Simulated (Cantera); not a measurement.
Charge: 1 mol SiHCl₃, 2.4 mol HCl, 4.4 mol N₂, held at 1275 K and 1 atm.

Cantera equilibrium calculation (NASA polynomials, part measured and part estimated; ideal gas, pure solids and liquids). Candidate condensed phases: NH₄Cl, Si, Si₃N₄; 28 gas species. N₂ is the only nitrogen source here; it is nearly inert below about 1500 K, so the nitride shown seldom forms there in practice. The tables' values for SiCl₃ are old estimates; treat these amounts as uncertain. Equilibrium is a limit: real reactors are often held back by kinetics, nucleation or transport.

### Question
What is the equilibrium state?

### Answer
```
Property                              Result
--------------------------------  ----------
x(N₂)                                  0.548
x(HCl)                                 0.255
x(SiCl₄)                               0.106
x(H₂)                                 0.0881
x(SiHCl₃)                            0.00148
x(SiCl₃)                             0.00136
x(SiCl₂)                            0.000114
x(SiH₂Cl₂)                           2.86e-6
x(NH₃)                               2.70e-6
n(Si₃N₄(s))                       0.0483 mol
gas amount                         7.854 mol
log10 activity of Si(s) (absent)       -4.23
```
